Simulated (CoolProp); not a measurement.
The numbers come from the reference Helmholtz-energy equation of state, Zhou 2012 in CoolProp.

Q: For ethylbenzene, give the phase and the density (kg/m³), fugacity coefficient at 228.65 °C and 0.391 MPa; 241.75 °C and 0.391 MPa.

A: 
- 228.65 °C and 0.391 MPa: gas; density 10.9, fugacity coefficient 0.922
- 241.75 °C and 0.391 MPa: gas; density 10.5, fugacity coefficient 0.929
